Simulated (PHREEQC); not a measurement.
## Acid mine or pickling water (model solution)

A made-up water analysis in mg/kgw, 20 °C, pH 3.09, pe 10.4:

```json
[
 {"constituent": "Na", "mg/kgw": "104"},
 {"constituent": "K", "mg/kgw": "53.5"},
 {"constituent": "Ca", "mg/kgw": "102"},
 {"constituent": "Mg", "mg/kgw": "30.1"},
 {"constituent": "Cl", "mg/kgw": "122"},
 {"constituent": "S(6) as SO4", "mg/kgw": "655"},
 {"constituent": "Al", "mg/kgw": "21.5"}
]
```

Cl is adjusted to close the charge balance.
Valence states are taken as typed.

All values are PHREEQC results (ion-association model, phreeqc.dat), not measurements.

Each row changes one thing in this solution. This is a speciation only: nothing precipitates in the calculation.

```json
[
 {"case": "as made", "ionic strength (mol/kgw)": "0.0220", "SO4-2 (mol/kgw)": "0.00496", "Mg+2 (mol/kgw)": "0.000924", "AlSO4+ (mol/kgw)": "0.000571", "MgSO4 (mol/kgw)": "0.000314", "HSO4- (mol/kgw)": "0.000232", "SI of Gypsum (CaSO4:2H2O)": "-0.91", "SI of Gibbsite (Al(OH)3)": "-3.35"},
 {"case": "temperature from 20 to 75 °C at the same typed pH", "ionic strength (mol/kgw)": "0.0200", "SO4-2 (mol/kgw)": "0.00409", "Mg+2 (mol/kgw)": "0.000654", "AlSO4+ (mol/kgw)": "___", "MgSO4 (mol/kgw)": "0.000584", "HSO4- (mol/kgw)": "0.000738", "SI of Gypsum (CaSO4:2H2O)": "-0.90", "SI of Gibbsite (Al(OH)3)": "___"},
 {"case": "Al from 21.5 to 10.8 mg/kgw", "ionic strength (mol/kgw)": "0.0213", "SO4-2 (mol/kgw)": "0.00522", "Mg+2 (mol/kgw)": "0.000908", "AlSO4+ (mol/kgw)": "0.000290", "MgSO4 (mol/kgw)": "0.000330", "HSO4- (mol/kgw)": "0.000246", "SI of Gypsum (CaSO4:2H2O)": "-0.88", "SI of Gibbsite (Al(OH)3)": "-3.67"}
]
```

**Question.** Fill in the missing entries.

**Answer.** 
- temperature from 20 to 75 °C at the same typed pH, AlSO4+ (mol/kgw): 0.000594
- temperature from 20 to 75 °C at the same typed pH, SI of Gibbsite (Al(OH)3): -0.83

Constants without temperature data keep their 25 °C values here.
